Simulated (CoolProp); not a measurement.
Vapour-liquid equilibrium of propane (1) + isobutene (2) at 36.95 °C; x and y are mole fractions of (1).

The numbers come from the multi-fluid Helmholtz-energy mixture model, Lemmon 2009 and Lemmon 2005; pair parameters Bell 2016 in CoolProp.

```json
[
 {"x": "0.05", "bubble pressure, mixture model (kPa)": "484.8", "bubble pressure, Raoult's law (kPa)": "473.6", "y, mixture model": "0.141", "y, Raoult's law": "0.135"},
 {"x": "0.15", "bubble pressure, mixture model (kPa)": "…", "bubble pressure, Raoult's law (kPa)": "558.0", "y, mixture model": "0.335", "y, Raoult's law": "0.343"},
 {"x": "0.25", "bubble pressure, mixture model (kPa)": "663.9", "bubble pressure, Raoult's law (kPa)": "642.4", "y, mixture model": "0.468", "y, Raoult's law": "0.496"},
 {"x": "0.35", "bubble pressure, mixture model (kPa)": "…", "bubble pressure, Raoult's law (kPa)": "726.8", "y, mixture model": "…", "y, Raoult's law": "0.614"},
 {"x": "0.45", "bubble pressure, mixture model (kPa)": "…", "bubble pressure, Raoult's law (kPa)": "811.2", "y, mixture model": "0.658", "y, Raoult's law": "0.708"},
 {"x": "0.55", "bubble pressure, mixture model (kPa)": "895.9", "bubble pressure, Raoult's law (kPa)": "895.6", "y, mixture model": "0.734", "y, Raoult's law": "0.783"},
 {"x": "0.65", "bubble pressure, mixture model (kPa)": "974.5", "bubble pressure, Raoult's law (kPa)": "980.0", "y, mixture model": "…", "y, Raoult's law": "0.846"},
 {"x": "0.75", "bubble pressure, mixture model (kPa)": "…", "bubble pressure, Raoult's law (kPa)": "1064", "y, mixture model": "0.866", "y, Raoult's law": "0.899"},
 {"x": "0.85", "bubble pressure, mixture model (kPa)": "…", "bubble pressure, Raoult's law (kPa)": "1149", "y, mixture model": "…", "y, Raoult's law": "0.944"},
 {"x": "0.95", "bubble pressure, mixture model (kPa)": "1230", "bubble pressure, Raoult's law (kPa)": "1233", "y, mixture model": "0.976", "y, Raoult's law": "0.983"}
]
```

Q: Some entries are withheld; supply them.

A: 
- 0.15, bubble pressure, mixture model (kPa): 579.7
- 0.35, bubble pressure, mixture model (kPa): 742.6
- 0.35, y, mixture model: 0.572
- 0.45, bubble pressure, mixture model (kPa): 819.2
- 0.65, y, mixture model: 0.803
- 0.75, bubble pressure, mixture model (kPa): 1056
- 0.85, bubble pressure, mixture model (kPa): 1141
- 0.85, y, mixture model: 0.924

The largest gap from Raoult's law is +3.9 % in bubble pressure, at x = 0.15. No azeotrope shows between x = 0.05 and 0.95.

Pair parameters are fitted to limited data, so mixtures are less certain than the pure fluids. The gap from Raoult's law changes sign with composition, which may be real or a fault of the pair parameters; it wasn't checked against measurements.
